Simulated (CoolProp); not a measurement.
Computed with CoolProp (reference Helmholtz-energy equation of state, Kamei 1995).

**Question.** For R22, give the phase and the density (kg/m³), cv (kJ/(kg K)), Joule-Thomson coefficient (K/MPa), isothermal compressibility (1/MPa) at 500 K and 3840 kPa; 500 K and 11500 kPa; 500 K and 19200 kPa.

**Answer.** 
- 500 K and 3840 kPa: gas; density 87.8, cv 0.774, Joule-Thomson coefficient 5.20, isothermal compressibility 0.286
- 500 K and 11500 kPa: supercritical; density 317, cv 0.806, Joule-Thomson coefficient 4.09, isothermal compressibility 0.105
- 500 K and 19200 kPa: supercritical; density 552, cv 0.820, Joule-Thomson coefficient 2.07, isothermal compressibility 0.0459
